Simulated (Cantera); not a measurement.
Input: 1 mol B2O3, 0.55 mol O2, at 2198.15 K and 6.60 mbar.

Method: chemical equilibrium by Gibbs-energy minimisation in Cantera with the NASA 1993 tables (ideal gas, pure condensed phases). Candidate condensed phases: B, B2O3; 10 gas species. The numbers say what is thermodynamically allowed, not how fast it happens.

Base state: B2O3 0.543, O2 0.295, BO2 0.142, O 0.0179, BO 0.00274, B2O2 2.24e-5 (mole fractions); condensed: gas only.

### Question
What changes in the equilibrium state with this change: temperature from 2198.15 K to 1375 K?

### Answer
| species | before | after |
|---|---|---|
| O2 | 0.295 | 1.000 |
| B2O3 | 0.543 | 0.000199 |
| BO2 | 0.142 | 4.33e-5 |
| O | 0.0179 | 7.83e-6 |
| BO | 0.00274 | <1e-9 |
| B2O2 | 2.24e-5 | <1e-9 |
| B2O3(l), mol | 0 | 1.000 |

### Question
What changes in the equilibrium state with this change: B2O3 replaced by B?

### Answer
```json
[
 {"species": "B2O2", "before": "2.24e-5", "after": "0.449"},
 {"species": "BO", "before": "0.00274", "after": "0.388"},
 {"species": "B2O3", "before": "0.543", "after": "0.162"},
 {"species": "O2", "before": "0.295", "after": "<1e-9"},
 {"species": "O", "before": "0.0179", "after": "2.65e-7"},
 {"species": "BO2", "before": "0.142", "after": "0.000299"},
 {"species": "B2O", "before": "<1e-9", "after": "0.000746"},
 {"species": "B", "before": "<1e-9", "after": "3.35e-5"}
]
```
